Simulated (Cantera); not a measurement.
**Hydrocarbon pyrolysis for carbon deposition**

An isothermal, constant-pressure homogeneous reactor starts with 0.708 % CH4, 99.1 % N2, 0.149 % H2O, at 1475 K and 100.0 Torr.

Detailed kinetics in Cantera: GRI-Mech 3.0 (53 species, 325 reactions). GRI-Mech 3.0 stops at C3 and has no aromatics, soot or wall deposition, so with more carbon than oxygen in the feed, carbon stays in small species such as C2H2 where larger ones or solid carbon would form.

```
t (s)        x CH4     x C2H    x C2H6      x H    x C2H4     x HCN
--------  --------  --------  --------  -------  --------  --------
0.000600   0.00708    <1e-12  5.99e-12  9.89e-9  2.86e-12    <1e-12
0.00221    0.00708    <1e-12  3.13e-10  9.92e-9  1.64e-10    <1e-12
0.00811    0.00708    <1e-12   1.31e-8  1.03e-8   8.37e-9    <1e-12
0.0298     0.00707    <1e-12   3.45e-7  1.46e-8   3.83e-7    <1e-12
0.110      0.00702    <1e-12   4.12e-6  5.83e-8   1.30e-5  1.56e-11
0.403      0.00645  8.59e-11   1.41e-5  4.27e-7  0.000169   1.39e-9
1.48       0.00478  5.80e-10   5.49e-6  1.18e-6  0.000104   1.83e-8
5.44       0.00268   1.09e-9   1.43e-6  2.07e-6   2.19e-5   8.06e-8
20.0      0.000976   1.59e-9   2.04e-7  3.04e-6   4.00e-6   2.40e-7
```
x: mole fraction; the columns are a selection and need not sum to one.

Equilibrium at this temperature and pressure: CH4 2.36e-6, C2H 6.24e-11, C2H6 1.35e-12, H 4.04e-6, C2H4 7.56e-8, HCN 0.00530 (gas phase only).
